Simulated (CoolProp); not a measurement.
A simple Rankine cycle with R123: condensing at 321.15 K, boiler at 0.991 MPa, turbine inlet 385.9 K, turbine efficiency 0.75, pump efficiency 0.6, no recuperator. Each further row changes one setting.

The numbers come from the reference Helmholtz-energy equation of state, Younglove 1994 in CoolProp. It is a modified Benedict-Webb-Rubin equation, recast in Helmholtz form.

| case | thermal efficiency (%) | net work (kJ/kg) | heat in (kJ/kg) | turbine exit temperature (K) | volume ratio over the turbine |
|---|---|---|---|---|---|
| as stated | 10.0 | … | 197 | 342.8 | 5.22 |
| turbine inlet 405.9 K | 10.0 | … | 215 | 364.1 | 5.08 |
| condensing temperature 313.15 K | … | 22.9 | 206 | … | 6.72 |
| boiler pressure 0.694 MPa | … | 16.4 | 203 | … | 3.50 |
| turbine efficiency 0.65 | … | 17.0 | 197 | 346.4 | 5.29 |

Q: Complete the blanks.

A: 
- as stated, net work (kJ/kg): 19.7
- turbine inlet 405.9 K, net work (kJ/kg): 21.5
- condensing temperature 313.15 K, thermal efficiency (%): 11.2
- condensing temperature 313.15 K, turbine exit temperature (K): 337.2
- boiler pressure 0.694 MPa, thermal efficiency (%): 8.1
- boiler pressure 0.694 MPa, turbine exit temperature (K): 354.6
- turbine efficiency 0.65, thermal efficiency (%): 8.6
